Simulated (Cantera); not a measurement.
An isothermal, constant-pressure homogeneous reactor starts with C3H8 : H2 = 1 : 35 (molar parts), at 1973 K and 0.188 atm. Integrator tolerance rtol = 1e-08.

Model: GRI-Mech 3.0 (53 species, 325 reactions), integrated in Cantera. GRI-Mech 3.0 was tuned for natural gas; its chemistry of propane as a main component is partial and can be far from experiment. GRI-Mech 3.0 stops at C3 and has no aromatics, soot or wall deposition, so with more carbon than oxygen in the feed, carbon stays in small species such as C2H2 where larger ones or solid carbon would form.

What does this change do: pressure from 0.188 atm to 0.000178 atm?


```
quantity                                            before                                    after
-----------------  ---------------------------------------  ---------------------------------------
x(C3H8) at 40.0 s    <1e-12 (gas-phase equilibrium <1e-12)    <1e-12 (gas-phase equilibrium <1e-12)
x(H2) at 40.0 s        0.958 (gas-phase equilibrium 0.958)      0.943 (gas-phase equilibrium 0.869)
x(C2H4) at 40.0 s  5.41e-5 (gas-phase equilibrium 5.41e-5)  4.91e-7 (gas-phase equilibrium 4.46e-8)
x(C2H) at 40.0 s   2.06e-6 (gas-phase equilibrium 2.06e-6)  1.30e-5 (gas-phase equilibrium 6.77e-5)
x(CH2) at 40.0 s   1.59e-7 (gas-phase equilibrium 1.59e-7)  1.11e-6 (gas-phase equilibrium 1.49e-7)
x(CH3) at 40.0 s   3.93e-5 (gas-phase equilibrium 3.93e-5)  4.35e-5 (gas-phase equilibrium 1.07e-6)
```
Radical loss at walls, strong at low pressure, is not modelled.
